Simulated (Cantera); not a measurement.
Input (Python, Cantera):

```python
import numpy as np
import cantera as ct

gas = ct.Solution("gri30.yaml")
gas.TPX = 1025, 130000, {'N2O': 1, 'H2': 0.0026, 'N2': 4.8}
reactor = ct.IdealGasConstPressureReactor(gas, energy="off", clone=False)
net = ct.ReactorNet([reactor])
net.rtol, net.atol = 1e-08, 1e-18
show = ['N2O', 'H2', 'HO2', 'NO2', 'H2O2']
times = np.geomspace(0.0006, 70, 10)

steps = ct.SolutionArray(gas, extra=["t"])
rows = []
print(f"{'t/s':>10s}{'T/K':>9s}{'P/Pa':>11s}" + "".join(f"{s:>11s}" for s in show))
for t in times:
    while net.time < t:
        t_next = net.step()
        steps.append(gas.state, t=t_next)
    rows.append([np.interp(t, steps.t, y) for y in (steps.T, steps.P, *steps(*show).X.T)])
    print(f"{t:10.3e}{rows[-1][0]:9.1f}{rows[-1][1]:11.4g}" + "".join(f"{x:11.3e}" for x in rows[-1][2:]))
rate = np.gradient(steps.T, steps.t)
print("integrator steps:", len(steps.t))
if steps.T.max() > steps.T[0] + 200:
    print(f"time of steepest temperature rise: {steps.t[rate.argmax()]:.4e} s")
gas.TPX = 1025, 130000, {'N2O': 1, 'H2': 0.0026, 'N2': 4.8}
gas.equilibrate("TP")
print(f"equilibrium (TP): T = {gas.T:.1f} K  " + "  ".join(f"{s} {gas[s].X[0]:.3e}" for s in show))
```

Result:

```
       t/s      T/K       P/Pa        N2O         H2        HO2        NO2       H2O2
 6.000e-04   1025.0    1.3e+05  1.723e-01  4.478e-04  4.514e-09  3.094e-12  3.205e-12
 2.194e-03   1025.0    1.3e+05  1.723e-01  4.444e-04  5.557e-08  3.503e-10  1.616e-10
 8.019e-03   1025.0    1.3e+05  1.723e-01  4.164e-04  2.610e-07  2.598e-08  4.614e-09
 2.932e-02   1025.0    1.3e+05  1.721e-01  3.049e-04  2.691e-07  2.912e-07  9.324e-09
 1.072e-01   1025.0    1.3e+05  1.717e-01  1.127e-04  1.433e-07  1.627e-06  3.536e-09
 3.919e-01   1025.0    1.3e+05  1.708e-01  1.153e-05  3.382e-08  6.417e-06  5.788e-10
 1.433e+00   1025.0    1.3e+05  1.679e-01  6.661e-08  8.000e-09  1.050e-05  2.965e-10
 5.237e+00   1025.0    1.3e+05  1.581e-01  1.067e-10  2.993e-09  1.945e-05  3.368e-10
 1.915e+01   1025.0    1.3e+05  1.288e-01  6.102e-11  1.321e-09  4.154e-05  2.954e-10
 7.000e+01   1025.0    1.3e+05  6.836e-02  2.366e-11  6.850e-10  7.728e-05  1.733e-10
integrator steps: 1794
equilibrium (TP): T = 1025.0 K  N2O 2.696e-09  H2 2.342e-13  HO2 4.537e-11  NO2 8.642e-07  H2O2 5.093e-13
```

Computed with Cantera and GRI-Mech 3.0 (53 species, 325 reactions). GRI-Mech 3.0 was tuned for natural gas; its chemistry of N2O as a main component is partial and can be far from experiment. The mechanism lacks the step 2 NO + O2 → 2 NO2, which can matter for NO2 below about 1400 K. The temperature is held fixed by assumption; the heat of reaction is taken as removed at once.
